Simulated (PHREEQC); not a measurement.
## Metal-bearing waste water

Consider water at 25 °C with 0.14 mol CdCl2, 0.0016 mol ZnCl2 and 4e-05 mol Na2SO4 per kg of water. Closed to the air; pH follows from the charge balance.

Equilibrium calculation in PHREEQC: ion-association model, phreeqc.dat.

Each row changes one thing in this solution. No solid was allowed to form.

```json
[
 {"case": "as made", "pH": "5.31", "ionic strength (mol/kgw)": "0.160", "Cl- (mol/kgw)": "0.134", "Zn+2 (mol/kgw)": "0.00142", "ZnCl+ (mol/kgw)": "0.000164", "SO4-2 (mol/kgw)": "2.40e-5", "SI of Halite (NaCl)": "-6.80"},
 {"case": "temperature from 25 to 10 °C", "pH": "5.38", "ionic strength (mol/kgw)": "0.162", "Cl- (mol/kgw)": "0.136", "Zn+2 (mol/kgw)": "0.00150", "ZnCl+ (mol/kgw)": "8.97e-5", "SO4-2 (mol/kgw)": "2.43e-5", "SI of Halite (NaCl)": "-6.77"},
 {"case": "CdCl2 replaced by CaCl2 at the same molality", "pH": "5.89", "ionic strength (mol/kgw)": "0.424", "Cl- (mol/kgw)": "0.283", "Zn+2 (mol/kgw)": "0.00133", "ZnCl+ (mol/kgw)": "0.000230", "SO4-2 (mol/kgw)": "1.71e-5", "SI of Halite (NaCl)": "-6.54"},
 {"case": "temperature from 25 to 5 °C", "pH": "5.40", "ionic strength (mol/kgw)": "0.163", "Cl- (mol/kgw)": "0.137", "Zn+2 (mol/kgw)": "0.00152", "ZnCl+ (mol/kgw)": "7.16e-5", "SO4-2 (mol/kgw)": "2.44e-5", "SI of Halite (NaCl)": "-6.76"},
 {"case": "CdCl2 left out", "pH": "5.92", "ionic strength (mol/kgw)": "0.00487", "Cl- (mol/kgw)": "0.00319", "Zn+2 (mol/kgw)": "0.00158", "ZnCl+ (mol/kgw)": "1.01e-5", "SO4-2 (mol/kgw)": "3.32e-5", "SI of Halite (NaCl)": "-8.23"},
 {"case": "Na2SO4 from 4e-05 to 8e-06 mol/kgw", "pH": "5.31", "ionic strength (mol/kgw)": "0.160", "Cl- (mol/kgw)": "0.134", "Zn+2 (mol/kgw)": "0.00142", "ZnCl+ (mol/kgw)": "0.000164", "SO4-2 (mol/kgw)": "4.79e-6", "SI of Halite (NaCl)": "-7.49"}
]
```

Complexes and solids missing from the database can't appear. Away from 25 °C the constants follow the database's enthalpies or fits; those with neither stay at their 25 °C values.
